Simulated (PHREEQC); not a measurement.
NaOH is added in steps, without added water, to 1 kg of water holding 9.2 mmol/kgw CO2, at 25 °C. The system is closed to CO2. The run lets Nahcolite, Natron, Trona precipitate or redissolve, and no other solid.

Base run: PHREEQC, Pitzer model, pitzer.dat. Each further column changes one thing. The table gives pH.

```tsv
NaOH added (mol)	base	diluted 2-fold with water	CO2 from 0.0092 to 0.0101 mol/kgw	CO2 replaced by KHCO3 at the same molality	no solid may form
0	4.19	4.34	4.17	___	4.19
0.0023	5.85	6.33	5.80	___	5.85
0.0046	6.33	8.26	___	10.13	6.33
0.00805	7.17	10.49	6.92	10.74	7.17
0.01035	9.30	11.14	8.63	11.20	9.30
0.01265	9.90	11.50	9.65	11.50	9.90
0.01495	10.30	11.70	10.06	11.70	10.30
0.0184	10.97	11.90	10.63	11.89	10.97
0.0207	11.37	11.99	11.08	11.98	11.37
0.023	11.61	12.07	11.43	12.06	11.61
```

Problem. What belongs in the gaps?

Solution. 
- 0, CO2 replaced by KHCO3 at the same molality: 8.25
- 0.0023, CO2 replaced by KHCO3 at the same molality: 9.69
- 0.0046, CO2 from 0.0092 to 0.0101 mol/kgw: 6.25

 Solids allowed in the column 'CO2 replaced by KHCO3 at the same molality': Kalicinite, Nahcolite, Natron, Trona.
